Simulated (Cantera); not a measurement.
# Thermodynamics of aluminium nitride and oxide growth, feed Al(CH₃)₃ + NH₃ + H₂

Charge: 1 mol Al(CH₃)₃, a varied amount of NH₃, 2.2 mol H₂, at 1800 °C and 0.440 bar.

These are equilibrium values from Cantera (NASA tables, ideal gas, pure condensed phases), not measurements of a reactor. Candidate condensed phases: Al, AlN, C, C₆H₆, C₇H₈, C₈H₁₈; 97 gas species. The feed counts by its element totals alone. Rates play no part.

```
n(NH₃) (mol)   x H₂   x N₂    x HCN      x H  x C₂H₂ (acetylene)      x Al     x HNC    x CH₄  n AlN(s)  n C(graphite)
------------  -----  -----  -------  -------  ------------------  --------  --------  -------  --------  -------------
53            0.759  0.227  0.00808  0.00346            0.000931  0.000562  0.000522  8.93e-5     0.928           1.81
65            0.756  0.230  0.00812  0.00345            0.000927  0.000558  0.000525  8.85e-5     0.913           1.55
80            0.753  0.233  0.00815  0.00344            0.000924  0.000555  0.000527  8.79e-5     0.895           1.23
98            0.751  0.235  0.00818  0.00344            0.000921  0.000552  0.000528  8.74e-5     0.873          0.840
120           0.749  0.237  0.00820  0.00344            0.000919  0.000550  0.000530  8.69e-5     0.846          0.366
150           0.748  0.239  0.00761  0.00343            0.000786  0.000548  0.000492  8.02e-5     0.809              0
180           0.748  0.241  0.00652  0.00343            0.000573  0.000546  0.000421  6.84e-5     0.772              0
220           0.747  0.242  0.00548  0.00343            0.000402  0.000544  0.000354  5.73e-5     0.723              0
270           0.747  0.243  0.00457  0.00343            0.000278  0.000543  0.000295  4.76e-5     0.662              0
330           0.747  0.245  0.00381  0.00343            0.000193  0.000542  0.000246  3.96e-5     0.589              0
410           0.747  0.246  0.00313  0.00343            0.000129  0.000540  0.000202  3.24e-5     0.491              0
```
x: gas mole fraction; n: condensed amount in mol.

From 53 mol NH₃ to 120 mol NH₃ the condensed part is AlN(s) + C(graphite). From 150 mol NH₃ to 410 mol NH₃ the condensed part is AlN(s). The main Al-bearing gas is Al throughout. The share of Al in condensed phases is highest at 53 mol NH₃ (92.8 %) and lowest at 410 mol NH₃ (49.1 %).
